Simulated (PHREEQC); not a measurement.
1 kg of water holding 0.24 mol Na2CO3, 0.45 mol NaOH, 0.055 mol Na2SO4 and 0.32 mol NaCl is evaporated at 20 °C; the solids stay in contact with the brine. CO2 from the air is kept out. Solids allowed: Burkeite, Halite, Mirabilite, Nahcolite, Natron, Thenardite, Trona. Others were left out.

The numbers come from PHREEQC with the Pitzer model, pitzer.dat.

```csv
water left (kg),ionic strength,water activity,Halite (mol),Burkeite (mol),S in solution (mol/kgw)
1,1.65,0.963,0,0,0.0550
0.8219,[?],0.955,0,0,0.0669
0.6755,2.45,0.946,0,0,0.0814
0.5552,2.98,0.933,0,0,0.0991
0.4563,3.63,0.918,0,0,[?]
0.375,4.41,0.898,0,0,0.147
0.3082,5.37,0.872,0,0,0.178
0.2533,6.53,0.838,0,0,0.217
0.2082,7.95,0.793,0,0,0.264
0.1711,9.67,[?],0,0,0.321
0.1407,10.9,0.674,0,0.0139,0.193
0.1156,12.3,0.606,0.0212,0.0237,0.0660
0.09502,13.6,0.560,0.129,0.0258,0.0356
0.07809,15.4,0.497,0.212,0.0269,0.0155
0.06418,17.7,0.412,0.270,0.0273,0.00475
```

Q: Fill in the missing entries.

A: 
- 0.8219, ionic strength: 2.01
- 0.4563, S in solution (mol/kgw): 0.121
- 0.1711, water activity: 0.733
